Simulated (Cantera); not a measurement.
# Pyrogenic steam for wet oxidation

A perfectly stirred reactor is fed with H2 : O2 : N2 = 1.6 : 1 : 4.6 (molar parts), equivalence ratio 0.80, at 750 Torr; it is held at 1175 K, and followed from long to short residence time.

Computed with Cantera and the H2/O2 subset of GRI-Mech 3.0, which has no nitrogen chemistry. The temperature is held fixed by assumption; the heat of reaction is taken as removed at once.

```json
[
 {"τ (s)": "17", "x H2": "6.56e-5", "x O2": "0.0313", "x HO2": "2.22e-6", "x O": "3.12e-7", "x H2O": "0.250", "x H2O2": "6.27e-8"},
 {"τ (s)": "4.5", "x H2": "0.000160", "x O2": "0.0313", "x HO2": "5.00e-6", "x O": "9.56e-7", "x H2O": "0.250", "x H2O2": "1.83e-7"},
 {"τ (s)": "1.2", "x H2": "0.000357", "x O2": "0.0314", "x HO2": "9.73e-6", "x O": "3.02e-6", "x H2O": "0.250", "x H2O2": "5.04e-7"},
 {"τ (s)": "0.34", "x H2": "0.000724", "x O2": "0.0316", "x HO2": "1.62e-5", "x O": "8.90e-6", "x H2O": "0.249", "x H2O2": "1.10e-6"},
 {"τ (s)": "0.093", "x H2": "0.00145", "x O2": "0.0319", "x HO2": "2.43e-5", "x O": "2.58e-5", "x H2O": "0.248", "x H2O2": "2.00e-6"},
 {"τ (s)": "0.026", "x H2": "0.00283", "x O2": "0.0325", "x HO2": "3.29e-5", "x O": "6.87e-5", "x H2O": "0.247", "x H2O2": "3.02e-6"},
 {"τ (s)": "0.0070", "x H2": "0.00565", "x O2": "0.0338", "x HO2": "4.15e-5", "x O": "0.000174", "x H2O": "0.243", "x H2O2": "4.11e-6"}
]
```
x: mole fraction; the columns are a selection and need not sum to one.
